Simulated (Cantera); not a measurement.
Mixture: CO : H2 : O2 : N2 : CO2 = 1 : 0.3 : 0.5 : 1.88 : 0.15 (molar parts), equivalence ratio 1.3, at 30000 Torr, adiabatic and at constant volume. Ignition delay is the time to a rise of 400 K.

Cantera simulation using GRI-Mech 3.0 (53 species, 325 reactions); the numbers are that mechanism's predictions, not measurements. The hydrogen kinetics of GRI-Mech 3.0 are dated; newer H2 mechanisms differ, most at raised pressure. The pressure lies above the range GRI-Mech 3.0 was tuned for (to about 10 atm).

Problem. What does this change do: O2 0.5 to 0.34 parts?

Solution. 
```
quantity                                               before      after
--------------------------------------------------  ---------  ---------
delay at 1050 K                                      0.670 ms   0.680 ms
delay at 1200 K                                       48.9 µs    50.5 µs
delay at 1350 K                                       5.54 µs    5.89 µs
delay at 1500 K                                       1.11 µs    1.26 µs
delay at 1650 K                                      0.481 µs   0.564 µs
apparent activation energy between 1575 and 1725 K  93 kJ/mol  89 kJ/mol
```
